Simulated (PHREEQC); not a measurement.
Model water analysis in mg/kgw, 25 °C, pH 3.83, pe 9:

| constituent | mg/kgw |
|---|---|
| Na | 228 |
| K | 14.9 |
| Ca | 26.1 |
| Mg | 27.5 |
| Cl | 60.5 |
| S(6) as SO4 | 584 |
| Cu(2) | 8.84 |

Valence states are taken as typed.

The numbers come from PHREEQC with the ion-association model, phreeqc.dat.

### Question
The ionic strength comes out as 0.0195 mol/kgw. What activity coefficients do KSO4-, Ca+2, NaSO4-, K+, Na+ get?

### Answer
KSO4- 0.88, Ca+2 0.59, NaSO4- 0.88, K+ 0.87, Na+ 0.87.

No solid was allowed to form.
